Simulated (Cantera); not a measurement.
Feed: 1 mol SiC, 0.6 mol O2, 1.1 mol H2, at 110 Pa.

Method: chemical equilibrium by Gibbs-energy minimisation in Cantera with the NASA 1993 tables (ideal gas, pure condensed phases). Candidate condensed phases: C, C6H6, C7H8, C8H18, H2O, Si, SiC, SiO2; 123 gas species. Mutual solubility and eutectic melting of coexisting phases are not modelled. The tables hold silica as quartz up to 1696 K and as liquid above; real silica turns to tridymite and cristobalite and melts near 1996 K. Gases not in the tables: Si2H6 and higher silanes. Equilibrium is a limit: real reactors are often held back by kinetics, nucleation or transport.

Which condensed phases are stable at each of these points (T (°C)): 650, 850, 1050, 1250, 1450, 1650, 1850?


| T (°C) | condensed phases | Si condensed (%) |
|---|---|---|
| 650 | C(graphite) + SiC(s) + SiO2(β-quartz) | 100.0 |
| 850 | C(graphite) + SiC(s) + SiO2(β-quartz) | 100.0 |
| 1050 | SiC(s) + SiO2(β-quartz) | 99.8 |
| 1250 | SiC(s) | 40.0 |
| 1450 | SiC(s) | 40.0 |
| 1650 | SiC(s) | 39.1 |
| 1850 | SiC(s) | 25.4 |

From 650 °C to 850 °C the condensed part is C(graphite) + SiC(s) + SiO2(β-quartz). At 1050 °C the condensed part is SiC(s) + SiO2(β-quartz). From 1250 °C to 1850 °C the condensed part is SiC(s).
